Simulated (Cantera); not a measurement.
Chlorosilane synthesis and conversion: Si + Cl₂ + H₂

Charge: 1 mol Si, 0.72 mol Cl₂, a varied amount of H₂, equilibrated at 873.15 K and 12.0 bar.

Method: chemical equilibrium by Gibbs-energy minimisation in Cantera with the NASA 1993 tables (ideal gas, pure condensed phases). Candidate condensed phases: Si; 19 gas species. The tables' values for SiCl₃ are old estimates; treat these amounts as uncertain. Rates play no part.

```json
[
 {"n(H₂) (mol)": "1.3", "log p H₂": "0.95", "log p SiCl₄": "0.19", "log p SiHCl₃": "0.15", "log p SiH₂Cl₂": "-0.92", "log p HCl": "-1.68", "n Si(s)": "0.585"},
 {"n(H₂) (mol)": "1.7", "log p H₂": "0.98", "log p SiCl₄": "0.08", "log p SiHCl₃": "0.08", "log p SiH₂Cl₂": "-0.95", "log p HCl": "-1.70", "n Si(s)": "0.581"},
 {"n(H₂) (mol)": "2.1", "log p H₂": "0.99", "log p SiCl₄": "-0.02", "log p SiHCl₃": "0.02", "log p SiH₂Cl₂": "-0.98", "log p HCl": "-1.71", "n Si(s)": "0.578"},
 {"n(H₂) (mol)": "2.7", "log p H₂": "1.01", "log p SiCl₄": "-0.13", "log p SiHCl₃": "-0.06", "log p SiH₂Cl₂": "-1.02", "log p HCl": "-1.73", "n Si(s)": "0.574"},
 {"n(H₂) (mol)": "3.4", "log p H₂": "1.02", "log p SiCl₄": "-0.24", "log p SiHCl₃": "-0.13", "log p SiH₂Cl₂": "-1.07", "log p HCl": "-1.75", "n Si(s)": "0.571"},
 {"n(H₂) (mol)": "4.4", "log p H₂": "1.04", "log p SiCl₄": "-0.37", "log p SiHCl₃": "-0.22", "log p SiH₂Cl₂": "-1.12", "log p HCl": "-1.78", "n Si(s)": "0.567"},
 {"n(H₂) (mol)": "5.6", "log p H₂": "1.05", "log p SiCl₄": "-0.49", "log p SiHCl₃": "-0.31", "log p SiH₂Cl₂": "-1.17", "log p HCl": "-1.80", "n Si(s)": "0.564"},
 {"n(H₂) (mol)": "7.2", "log p H₂": "1.05", "log p SiCl₄": "-0.61", "log p SiHCl₃": "-0.40", "log p SiH₂Cl₂": "-1.22", "log p HCl": "-1.83", "n Si(s)": "0.560"},
 {"n(H₂) (mol)": "9.2", "log p H₂": "1.06", "log p SiCl₄": "-0.74", "log p SiHCl₃": "-0.49", "log p SiH₂Cl₂": "-1.28", "log p HCl": "-1.86", "n Si(s)": "0.557"},
 {"n(H₂) (mol)": "12", "log p H₂": "1.06", "log p SiCl₄": "-0.88", "log p SiHCl₃": "-0.59", "log p SiH₂Cl₂": "-1.34", "log p HCl": "-1.89", "n Si(s)": "0.553"}
]
```
log p: log10 of the partial pressure in bar; n: condensed amount in mol.

From 1.3 mol H₂ to 12 mol H₂ the condensed part is Si(s). The main Si-bearing gas is SiCl₄ at 1.3 mol H₂ and SiHCl₃ at 12 mol H₂. The share of Si in condensed phases is highest at 1.3 mol H₂ (58.5 %) and lowest at 12 mol H₂ (55.3 %).
